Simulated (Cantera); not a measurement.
What does this Cantera script print?

```python
import numpy as np
import cantera as ct

gas_names = """
    H HO2 H2 H2O H2O2 O OH O2 O3 Si SiH SiH2 SiH3 SiH4 SiO SiO2 Si2 Si3
""".split()
cond_names = """
    H2O(s) H2O(L) Si(cr) Si(L) SiO2(Lqz) SiO2(hqz) SiO2(L)
""".split()


# ... load() reads the species with a 1 bar reference pressure and builds the phases ...
atoms = {
    'SiH4': {'Si': 1, 'H': 4},
    'H2O': {'H': 2, 'O': 1},
}
top_T = {}  # K; cautious upper limits of use, not melting points


# ... equilibrate(T, P, feed) seeds the gas with the atoms and calls Mixture.equilibrate('TP', solver="vcs", rtol=1e-11, max_steps=5000) ...
results = []
feed = {'SiH4': 1, 'H2O': 0.16}  # mol
P = 10000  # Pa
for T in [1273, 1373, 1473, 1573, 1673, 1773, 1873]:
    mix = equilibrate(T, P, feed)
    results.append((T, P, feed, dict(zip(mix.species_names, mix.species_moles))))
    x = sorted(zip(gas.X, gas.species_names), reverse=True)
    print(f"T = {T:g} K  P = {P:g} Pa  gas = {mix.phase_moles(0):.4g} mol")
    print("   x: " + "  ".join(f"{s} {v:.3e}" for v, s in x if v > 0.0001))
    print("   condensed (mol): " + ("  ".join(f"{mix.phase(i).name} {mix.phase_moles(i):.4g}"
          for i in range(1, mix.n_phases) if mix.phase_moles(i) > 1e-12) or "none"))
```

Output:

```
T = 1273 K  P = 10000 Pa  gas = 2.16 mol
   x: H2 1.000e+00
   condensed (mol): Si(cr) 0.92  SiO2(hqz) 0.07996
T = 1373 K  P = 10000 Pa  gas = 2.161 mol
   x: H2 9.996e-01  SiO 4.114e-04
   condensed (mol): Si(cr) 0.9196  SiO2(hqz) 0.07955
T = 1473 K  P = 10000 Pa  gas = 2.167 mol
   x: H2 9.968e-01  SiO 3.140e-03
   condensed (mol): Si(cr) 0.9166  SiO2(hqz) 0.0766
T = 1573 K  P = 10000 Pa  gas = 2.201 mol
   x: H2 9.815e-01  SiO 1.837e-02  H 1.274e-04
   condensed (mol): Si(cr) 0.8998  SiO2(hqz) 0.05978
T = 1673 K  P = 10000 Pa  gas = 2.32 mol
   x: H2 9.307e-01  SiO 6.894e-02  H 3.474e-04
   condensed (mol): Si(cr) 0.84
T = 1773 K  P = 10000 Pa  gas = 2.321 mol
   x: H2 9.301e-01  SiO 6.893e-02  H 8.676e-04
   condensed (mol): Si(L) 0.8399
T = 1873 K  P = 10000 Pa  gas = 2.323 mol
   x: H2 9.290e-01  SiO 6.888e-02  H 1.967e-03
   condensed (mol): Si(L) 0.8396
```

These are equilibrium values from Cantera (NASA tables, ideal gas, pure condensed phases), not measurements of a reactor. Mutual solubility and eutectic melting of coexisting phases are not modelled. The tables hold silica as quartz up to 1696 K and as liquid above; real silica turns to tridymite and cristobalite and melts near 1996 K. Gases not in the tables: Si2H6 and higher silanes.
